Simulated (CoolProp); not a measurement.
Values from CoolProp's reference Helmholtz-energy equation of state, Lemmon 2006. It is a short technical equation, of lower accuracy than the large ones.

Question: For carbon monoxide, give the phase and the speed of sound (m/s), Joule-Thomson coefficient (K/MPa) at 243.6 K and 5.53 bar; 243.6 K and 17.5 bar; 243.6 K and 175 bar.

Answer: 
- 243.6 K and 5.53 bar: gas; speed of sound 318, Joule-Thomson coefficient 3.70
- 243.6 K and 17.5 bar: gas; speed of sound 319, Joule-Thomson coefficient 3.54
- 243.6 K and 175 bar: supercritical; speed of sound 387, Joule-Thomson coefficient 1.27
